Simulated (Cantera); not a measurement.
Input (Python, Cantera) and output of one run.

```python
import numpy as np
import cantera as ct

gas_names = """
    B BH BH2 BH3 BN BO BO2 B2 B2O B2O2 B2O3 B3O3H3 H HBO HBO2 HNO HNO2 HNO3 HO2 H2 H2O H2O2 H3B3O6 N NH
    NH2 NH3 NH2OH NO NO2 NO3 N2 N2H2 N2H4 N2O O OH O2 O3
""".split()
cond_names = """
    B(b) B(L) BN(s) B2O3(L) B3O3H3(cr) H2O(s) H2O(L)
""".split()


def load(file, names, dense=False):
    # The tables refer to 1 bar. Condensed volumes are neglected.
    table = {s.name: s for s in ct.Species.list_from_file(file)}
    out = []
    for n in names:
        d = dict(table[n].input_data)
        d["thermo"] = dict(d["thermo"], **{"reference-pressure": 1e5})
        if dense:
            d["equation-of-state"] = {"model": "constant-volume", "density": "1e6 g/cm^3"}
        out.append(ct.Species.from_dict(d))
    return out


gas = ct.Solution(thermo="ideal-gas", species=load("nasa_gas.yaml", gas_names))
cond = {s.name: ct.Solution(thermo="fixed-stoichiometry", species=[s], name=s.name)
        for s in load("nasa_condensed.yaml", cond_names, dense=True)}
atoms = {
    'B2O3': {'B': 2, 'O': 3},
    'H2': {'H': 2},
    'N2': {'N': 2},
}
top_T = {'BN(s)': 3200}  # K; cautious upper limits of use, not melting points


def equilibrate(T, P, feed):
    n = {}
    for name, mol in feed.items():
        for a, k in atoms[name].items():
            n[a] = n.get(a, 0.0) + k * mol
    gas.TPX = T, P, n
    mass = sum(n.values()) * gas.mean_molecular_weight
    gas.equilibrate("TP")
    valid = [c for c in cond.values() if c.min_temp <= T <= top_T.get(c.name, c.max_temp)]
    mix = ct.Mixture([(gas, mass / gas.mean_molecular_weight)] + [(c, 0.0) for c in valid])
    mix.T, mix.P = T, P
    mix.equilibrate("TP", solver="vcs", rtol=1e-11, max_steps=5000)
    return mix


results = []
feed = {'B2O3': 1, 'H2': 2.4, 'N2': 4.2}  # mol
P = 100000  # Pa
for T in [1125, 1225, 1325, 1425, 1525, 1625, 1725, 1825, 1925, 2025, 2125]:
    mix = equilibrate(T, P, feed)
    results.append((T, P, feed, dict(zip(mix.species_names, mix.species_moles))))

top = {s: max(r[3][s] / sum(r[3][g] for g in gas_names) for r in results) for s in gas_names}
cols = sorted((s for s in top if top[s] > 1e-06), key=lambda s: -top[s])[:6]
seen = [c for c in cond_names if any(r[3].get(c, 0) > 1e-12 for r in results)]
print("log10 of partial pressures in bar; condensed amounts in mol")
print(f"{'T/K':>10s}" + "".join(f"{s[:9]:>10s}" for s in cols + seen))
for T, P, feed, n in results:
    ng = sum(n[g] for g in gas_names)
    print(f"{T:10.4g}" + "".join(f"{np.log10(max(n[s] / ng * P / 1e5, 1e-99)):10.3f}" for s in cols)
          + "".join(f"{n.get(c, 0):10.4g}" for c in seen))
```

Result:

```
log10 of partial pressures in bar; condensed amounts in mol
       T/K        N2        H2      B2O3      HBO2       HBO      B2O2     BN(s)   B2O3(L)
      1125    -0.197    -0.442    -9.176    -4.849    -7.364   -12.818   0.01263    0.9936
      1225    -0.197    -0.442    -7.689    -4.210    -6.263   -10.812   0.01218    0.9937
      1325    -0.197    -0.442    -6.436    -3.675    -5.333    -9.117   0.01196    0.9933
      1425    -0.197    -0.442    -5.367    -3.221    -4.537    -7.666   0.01225    0.9918
      1525    -0.197    -0.443    -4.445    -2.832    -3.849    -6.412   0.01343    0.9877
      1625    -0.198    -0.445    -3.643    -2.495    -3.250    -5.318   0.01581    0.9781
      1725    -0.199    -0.449    -2.939    -2.202    -2.723    -4.354   0.01903    0.9554
      1825    -0.203    -0.458    -2.316    -1.947    -2.259    -3.500   0.02035     0.899
      1925    -0.212    -0.479    -1.762    -1.729    -1.850    -2.735  0.009526    0.7508
      2025    -0.238    -0.527    -1.266    -1.462    -1.585    -2.224         0     0.338
      2125    -0.259    -0.566    -1.086    -1.338    -1.492    -2.060         0         0
```

Equilibrium computed with Cantera from the NASA thermochemical tables; the gas is ideal and each condensed phase is pure. N2 is the only nitrogen source here; it is nearly inert below about 1500 K, so the nitride shown seldom forms there in practice. Mutual solubility and eutectic melting of coexisting phases are not modelled. Gases not in the tables: H3BO3.
